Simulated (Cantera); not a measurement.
Input: 1 mol Si, 1.4 mol H2, equilibrated at 1173.15 K and 0.400 bar.

Method: chemical equilibrium by Gibbs-energy minimisation in Cantera with the NASA 1993 tables (ideal gas, pure condensed phases). Candidate condensed phases: Si; 9 gas species. The numbers say what is thermodynamically allowed, not how fast it happens.

Base state: H2 1.00 (mole fractions); condensed: Si(s).

### Question
What changes in the equilibrium state with this change: Si replaced by SiCl4?

### Answer
```
species     before    after
----------  ------  -------
H2            1.00    0.511
SiCl4            0    0.340
HCl              0   0.0777
SiHCl3           0   0.0521
SiCl3            0   0.0133
SiCl2            0  0.00513
SiH2Cl2          0  0.00102
Si(s), mol    1.00        0
```
The tables' values for SiCl3 are old estimates; treat these amounts as uncertain.
